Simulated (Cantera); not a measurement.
Input: 1 mol Al₂O₃, 2.8 mol O₂, held at 2250 K and 9.50 mbar.

Equilibrium computed with Cantera from the NASA thermochemical tables; the gas is ideal and each condensed phase is pure. Candidate condensed phases: Al, Al₂O₃; 9 gas species. Kinetics and transport are ignored.

Base state: O₂ 0.963, O 0.0371 (mole fractions); condensed: Al₂O₃(s).

### Question
What changes in the equilibrium state with this change: 0.066 mol CO₂ added?

### Answer
```
species        before    after
-------------  ------  -------
O₂              0.963    0.941
O              0.0371   0.0367
CO₂                 0   0.0207
CO                  0  0.00185
Al₂O₃(s), mol   1.000    1.000
```
Further candidate phases: C.
